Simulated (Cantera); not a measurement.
An adiabatic, constant-pressure homogeneous reactor starts with CH4 : O2 : N2 = 1 : 0.952 : 9.05 (molar parts), equivalence ratio 2.1, at 1350 K and 1.70 bar.

Cantera simulation using GRI-Mech 3.0 (53 species, 325 reactions); the numbers are that mechanism's predictions, not measurements.

Problem. Predict: time of steepest temperature rise; temperature at 0.400 s; equilibrium temperature; x(CH4) at 0.400 s; x(O2) at 0.400 s; x(HCN) at 0.400 s.

Solution. 
```
Quantity                                                             Result
---------------------------------  ----------------------------------------
time of steepest temperature rise                                   16.0 ms
temperature at 0.400 s                                               1931 K
equilibrium temperature                                              1931 K
x(CH4) at 0.400 s                  4.37e-9 (gas-phase equilibrium 2.66e-10)
x(O2) at 0.400 s                    6.79e-9 (gas-phase equilibrium 6.81e-9)
x(HCN) at 0.400 s                   1.66e-6 (gas-phase equilibrium 1.19e-7)
```
